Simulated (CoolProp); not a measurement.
Vapour-liquid equilibrium of R22 (1) + R114 (2) at 0.596 MPa; x and y are mole fractions of (1).

Values from CoolProp's multi-fluid Helmholtz-energy mixture model, Kamei 1995 and Platzer 1990; pair parameters Bell 2016. This equation is an older, rougher fit; its heat capacities, sound speeds and derivatives of the liquid may be far off and weren't checked against measurements.

```
x     bubble temperature (°C)  y at the bubble point  dew temperature at overall composition x (°C)  liquid density (mol/L)
----  -----------------------  ---------------------  ---------------------------------------------  ----------------------
0.05                     52.8                  0.206                                           59.2                   8.116
0.2                      36.2                  0.543                                            ___                   8.941
0.35                      ___                    ___                                           46.2                   9.737
0.5                      20.2                  0.795                                           38.6                   10.60
0.65                     15.1                  0.866                                           29.8                   11.57
0.8                      10.8                  0.927                                           19.8                   12.72
0.95                      6.9                  0.982                                            9.1                   14.08
```

### Question
Fill in the missing entries.

### Answer

- 0.2, dew temperature at overall composition x (°C): 53.0
- 0.35, bubble temperature (°C): 26.7
- 0.35, y at the bubble point: 0.699

No azeotrope shows between x = 0.05 and 0.95.

The pair parameters rest on a limited set of measurements; away from them the model extrapolates.
